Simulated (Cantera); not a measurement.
**NO annealing gas**

An isothermal, constant-pressure homogeneous reactor starts with NO : N2 = 1 : 8.2 (molar parts), at 2200 K and 0.987 atm.

Computed with Cantera and GRI-Mech 3.0 (53 species, 325 reactions).

```
t (s)        x NO       x O    x N2O    x NO2   x N2      x O2
--------  -------  --------  -------  -------  -----  --------
9.00e-5     0.109   5.46e-6  3.31e-6  4.82e-7  0.891   9.37e-8
0.000314    0.109   2.36e-5  5.94e-6  2.44e-6  0.891   1.49e-6
0.00110     0.109   8.40e-5  6.43e-6  8.91e-6  0.891   2.51e-5
0.00384     0.108  0.000147  6.33e-6  1.54e-5  0.892  0.000266
0.0134      0.106  0.000173  6.07e-6  1.79e-5  0.893   0.00132
0.0469     0.0977  0.000241  5.18e-6  2.34e-5  0.897   0.00533
0.164      0.0687  0.000400  2.67e-6  2.77e-5  0.911    0.0198
0.572      0.0181  0.000580  5.31e-7  1.07e-5  0.936    0.0450
2.00      0.00683  0.000612  4.14e-7  4.27e-6  0.942    0.0506
```
x: mole fraction; the columns are a selection and need not sum to one.

Equilibrium at this temperature and pressure: NO 0.00680, O 0.000612, N2O 4.14e-7, NO2 4.25e-6, N2 0.942, O2 0.0506 (gas phase only).
